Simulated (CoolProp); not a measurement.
n-butane along the isotherm 42.95 °C: fugacity coefficient from the reference equation and from simpler models built on Tc = 152.0 °C, pc = 37.96 bar, ω = 0.201; each cubic takes its own stable root.

The numbers come from the reference Helmholtz-energy equation of state, Bücker 2006 in CoolProp.

| p (bar) | phase | reference |
|---|---|---|
| 5.93 | liquid | 0.6296 |
| 11.9 | liquid | 0.3213 |
| 17.8 | liquid | 0.2199 |
| 23.7 | liquid | 0.1691 |
| 29.7 | liquid | 0.1382 |
| 35.6 | liquid | 0.1180 |
| 41.5 | liquid | 0.1036 |
| 47.5 | liquid | 0.09273 |
| 53.4 | liquid | 0.08443 |
| 59.3 | liquid | 0.07781 |
| 65.2 | liquid | 0.07243 |
| 71.2 | liquid | 0.06791 |
| 77.1 | liquid | 0.06418 |
| 83 | liquid | 0.06100 |
| 89 | liquid | 0.05824 |
| 94.9 | liquid | 0.05589 |

**Question.** How far does each simpler model (van der Waals, Soave-Redlich-Kwong, Peng-Robinson) lie from the reference over these 16 states: mean and median of the absolute difference, and the worst?

**Answer.** 
- van der Waals: mean 143.9 %, median 148.9 %, worst +173.4 % at 42.95 °C and 94.9 bar
- Soave-Redlich-Kwong: mean 2.8 %, median 2.8 %, worst +4.1 % at 42.95 °C and 94.9 bar
- Peng-Robinson: mean 0.8 %, median 0.8 %, worst -1.7 % at 42.95 °C and 94.9 bar

At some of these states van der Waals gives the other phase, because its saturation line lies elsewhere.
